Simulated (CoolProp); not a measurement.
Normal hydrogen at 776.43 K and 3.55 MPa flows at 0.37 m/s in a round tube of 12.7 mm bore and 1.5 µm roughness, fully developed (64/Re and Nu = 3.66 if laminar; Colebrook and Gnielinski if turbulent). Each further row changes one setting.

Computed with CoolProp (reference Helmholtz-energy equation of state, Leachman 2009).

```json
[
 {"case": "as stated", "Reynolds number": "298", "Darcy friction factor": "0.215", "pressure drop (Pa/m)": "1.27", "heat-transfer coefficient (W/(m² K))": "109", "mass flow (kg/h)": "0.185"},
 {"case": "velocity 0.74 m/s", "Reynolds number": "596", "Darcy friction factor": "0.107", "pressure drop (Pa/m)": "2.54", "heat-transfer coefficient (W/(m² K))": "109", "mass flow (kg/h)": "0.371"},
 {"case": "diameter 25.4 mm", "Reynolds number": "596", "Darcy friction factor": "0.107", "pressure drop (Pa/m)": "0.318", "heat-transfer coefficient (W/(m² K))": "54.4", "mass flow (kg/h)": "0.741"}
]
```

Viscosity comes from a separate model (Muzny 2013). Thermal conductivity comes from a separate model (Assael 2011).
